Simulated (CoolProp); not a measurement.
R141b along the isobar 293 kPa: density (kg/m³) from the reference equation and from simpler models built on Tc = 204.4 °C, pc = 4212 kPa, ω = 0.220; each cubic takes its own stable root.

Computed with CoolProp (reference Helmholtz-energy equation of state, Lemmon 2006). It is a short technical equation, of lower accuracy than the large ones.

```csv
T (°C),phase,reference
31.25,liquid,1222
55.65,liquid,1173
80.15,gas,12.51
104.55,gas,11.51
129.05,gas,10.69
153.45,gas,10.000
177.95,gas,9.399
202.35,gas,8.875
226.85,gas,8.408
```

Task: How far does each simpler model (van der Waals, Peng-Robinson) lie from the reference over these 9 states: mean and median of the absolute difference, and the worst?

Result: 
- van der Waals: mean 22.7 %, median 0.9 %, worst -98.9 % at 55.65 °C and 293 kPa
- Peng-Robinson: mean 1.1 %, median 0.4 %, worst +3.8 % at 31.25 °C and 293 kPa

At some of these states van der Waals gives the other phase, because its saturation line lies elsewhere.
